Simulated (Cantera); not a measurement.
A Cantera script and its output.

```python
import numpy as np
import cantera as ct

gas = ct.Solution("gri30.yaml")
gas.TPX = 650, 310000, {'C2H6': 1, 'O2': 2.92, 'N2': 14.3, 'CO2': 0.82}
inlet = ct.Reservoir(gas, clone=True)
gas.equilibrate("HP")  # start burning
reactor = ct.IdealGasConstPressureReactor(gas, energy="on", clone=False)
exhaust = ct.Reservoir(gas, clone=True)
tau = [0.099, 0.036, 0.013, 0.0048, 0.0018, 0.00064, 0.00023, 8.5e-05, 3.1e-05, 1.1e-05][0]
for a, b in ((inlet, reactor), (reactor, exhaust)):
    ct.MassFlowController(a, b, mdot=lambda t: reactor.mass / tau)
net = ct.ReactorNet([reactor])
show = ['C2H6', 'O2', 'CO2', 'H2O2', 'HCN', 'C2H2', 'CH2']

rows = []
print(f"{'tau/s':>10s}{'T/K':>9s}" + "".join(f"{s:>11s}" for s in show))
for tau in [0.099, 0.036, 0.013, 0.0048, 0.0018, 0.00064, 0.00023, 8.5e-05, 3.1e-05, 1.1e-05]:
    net.initial_time = 0.0
    net.advance(30 * tau)
    before = gas.X
    net.advance(40 * tau)
    drift = np.max(np.abs(gas.X - before) / (gas.X + 1e-9))
    rows.append([gas.T, *gas[show].X, drift])
    print(f"{tau:10.3e}{gas.T:9.1f}" + "".join(f"{x:11.3e}" for x in gas[show].X))
```

Result:

```
     tau/s      T/K       C2H6         O2        CO2       H2O2        HCN       C2H2        CH2
 9.900e-02   2095.6  2.897e-07  1.409e-04  9.497e-02  1.324e-08  1.630e-06  7.922e-06  1.573e-07
 3.600e-02   2089.8  6.824e-07  2.819e-04  9.470e-02  2.536e-08  2.650e-06  1.257e-05  3.319e-07
 1.300e-02   2080.5  1.562e-06  5.619e-04  9.420e-02  4.664e-08  4.032e-06  1.849e-05  6.726e-07
 4.800e-03   2066.3  3.447e-06  1.068e-03  9.337e-02  7.874e-08  5.796e-06  2.584e-05  1.306e-06
 1.800e-03   2045.9  7.525e-06  1.919e-03  9.204e-02  1.228e-07  8.042e-06  3.563e-05  2.481e-06
 6.400e-04   2015.8  1.771e-05  3.389e-03  8.986e-02  1.835e-07  1.131e-05  5.246e-05  4.927e-06
 2.300e-04   1974.6  4.540e-05  5.914e-03  8.631e-02  2.604e-07  1.656e-05  9.036e-05  1.026e-05
 8.500e-05   1898.7  1.622e-04  1.240e-02  7.809e-02  3.999e-07  2.548e-05  2.602e-04  2.452e-05
 3.100e-05    650.0  5.252e-02  1.534e-01  4.307e-02  1.296e-17  1.070e-18  6.013e-17 -8.811e-33
 1.100e-05    650.0  5.252e-02  1.534e-01  4.307e-02 -2.081e-19 -1.719e-20 -9.660e-19 -1.610e-33
```

Computed with Cantera and GRI-Mech 3.0 (53 species, 325 reactions).
